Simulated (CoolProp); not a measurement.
The numbers come from the reference Helmholtz-energy equation of state, Gao 2022 in CoolProp.

**Question.** For n-perfluorohexane, give the phase and the cv (kJ/(kg K)), speed of sound (m/s) at 67.75 °C and 0.0406 MPa.

**Answer.** 
- 67.75 °C and 0.0406 MPa: gas; cv 0.856, speed of sound 91.0
